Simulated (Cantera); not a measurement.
A closed system holds: 1 mol SiCl₄, 4.1 mol NH₃, 2 mol N₂, held at 1800 K and 35.3 Torr.

Method: chemical equilibrium by Gibbs-energy minimisation in Cantera with the NASA 1993 tables (ideal gas, pure condensed phases). Candidate condensed phases: NH₄Cl, Si, Si₃N₄; 28 gas species. The tables' values for SiCl₃, SiCl are old estimates; treat these amounts as uncertain. Kinetics and transport are ignored.

Base state: H₂ 0.423, N₂ 0.332, HCl 0.161, SiCl₂ 0.0795, SiCl₃ 0.00216, H 0.00107, Cl 0.000314, SiCl 0.000131 (mole fractions); condensed: gas only.

Problem. What changes in the equilibrium state with this change: temperature from 1800 K to 773 K?

Solution. 
```
species          before    after
-------------  --------  -------
H₂                0.423    0.407
N₂                0.332    0.310
HCl               0.161    0.260
SiCl₂            0.0795    <1e-9
SiCl₄           9.47e-5   0.0223
H               0.00107    <1e-9
Cl             0.000314    <1e-9
SiCl           0.000131    <1e-9
SiCl₃           0.00216  6.25e-8
Si₃N₄(s), mol         0    0.248
```
